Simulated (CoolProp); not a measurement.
1000 sccm (0 °C, 1 atm) of nitrogen bubbles through liquid octamethyltrisiloxane (MDM) at 357.1 K and leaves saturated at a total pressure of 0.15 MPa (ideal gas phase). Each further row changes one setting.

Values from CoolProp's reference Helmholtz-energy equation of state, Thol 2017.

```json
[
 {"case": "as stated", "vapour pressure (kPa)": "10.7", "mole fraction of vapour": "0.0714", "delivery (mg/min)": "811", "delivery (sccm)": "76.9", "change of delivery for a bath 1 K warmer (%)": "4.5"},
 {"case": "bath temperature 362.1 K", "vapour pressure (kPa)": "13.1", "mole fraction of vapour": "0.0873", "delivery (mg/min)": "1010", "delivery (sccm)": "95.7", "change of delivery for a bath 1 K warmer (%)": "4.4"},
 {"case": "total pressure 0.3 MPa", "vapour pressure (kPa)": "10.7", "mole fraction of vapour": "0.0357", "delivery (mg/min)": "391", "delivery (sccm)": "37.0", "change of delivery for a bath 1 K warmer (%)": "4.3"}
]
```
